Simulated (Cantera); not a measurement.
An isothermal, constant-pressure homogeneous reactor starts with 3.57 % C₂H₆, 96.4 % N₂, at 2023 K and 0.132 atm.

Detailed kinetics in Cantera: GRI-Mech 3.0 (53 species, 325 reactions). GRI-Mech 3.0 stops at C3 and has no aromatics, soot or wall deposition, so with more carbon than oxygen in the feed, carbon stays in small species such as C2H2 where larger ones or solid carbon would form.

One state of this run: x C₂H₆ = 7.67e-11; x C₂H = 1.33e-5; x CH₃ = 8.19e-6; x HCN = 0.000260; x CH₂ = 2.12e-7; x C₂H₄ = 1.73e-6. x: mole fraction; the columns are a selection and need not sum to one.

Q: Which value of t (s) does it belong to?
A) 0.000147
B) 0.0938
C) 0.00371
D) 0.808

A: B, 0.0938
